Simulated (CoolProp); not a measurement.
Vapour-liquid equilibrium of R113 (1) + n-heptane (2) at 447.9 K; x and y are mole fractions of (1).

The numbers come from the multi-fluid Helmholtz-energy mixture model, Marx 1992 and Span 2003; pair parameters Bell 2016 in CoolProp.

| x | bubble pressure (MPa) | y at the bubble point | dew pressure at overall composition x (MPa) | liquid density (mol/L) |
|---|---|---|---|---|
| 0.05 | 0.6848 | 0.121 | 0.6452 | 5.333 |
| 0.15 | 0.8148 | 0.309 | 0.7025 | 5.391 |
| 0.25 | 0.9433 | 0.449 | 0.7696 | 5.447 |
| 0.35 | 1.069 | 0.558 | 0.8493 | 5.501 |
| 0.45 | 1.193 | 0.647 | 0.9446 | 5.553 |
| 0.55 | 1.315 | 0.722 | 1.060 | 5.603 |
| 0.65 | 1.435 | 0.789 | 1.198 | 5.653 |
| 0.75 | 1.555 | 0.851 | 1.363 | 5.702 |
| 0.85 | 1.676 | 0.911 | 1.553 | 5.752 |
| 0.95 | 1.800 | 0.970 | 1.758 | 5.805 |

No azeotrope shows between x = 0.05 and 0.95.

The pair parameters rest on a limited set of measurements; away from them the model extrapolates.
